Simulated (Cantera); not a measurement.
Source: NASA polynomial tables (part measured, part estimated), evaluated in Cantera. Values are per mole of reaction as written; species without (g) are pure solids or liquids, kept so even where they would boil at 1 bar.

Question: Between 2598 and 2898 K, where is each reaction favourable under standard conditions?
- Cr2O3 + 6 OH(g) ⇌ 2 CrO3(g) + 3 H2O(g)

Answer: 
- Cr2O3 + 6 OH(g) ⇌ 2 CrO3(g) + 3 H2O(g): ΔG° is -46 kJ at 2598 K and 21 kJ at 2898 K; it changes sign between 2748 and 2823 K. ΔH° is -630 kJ and ΔS° -225 J/K at 2898 K.
